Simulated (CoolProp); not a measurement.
Vapour-liquid equilibrium of CH2F2 (R32) (1) + R1234ze(E) (2) at 182 K; x and y are mole fractions of (1).

Computed with CoolProp (multi-fluid Helmholtz-energy mixture model, Tillner-Roth 1997 and Thol 2016; pair parameters Bell 2023).

Question: Give the bubble pressure and the first vapour's composition at x = 0.25, 0.55, 0.85. Is there an azeotrope?

Answer: x = 0.25: 0.003719 MPa, y = 0.806; x = 0.55: 0.005616 MPa, y = 0.908; x = 0.85: 0.007198 MPa, y = 0.968. No azeotrope shows between x = 0.05 and 0.95.

The pair parameters rest on a limited set of measurements; away from them the model extrapolates.
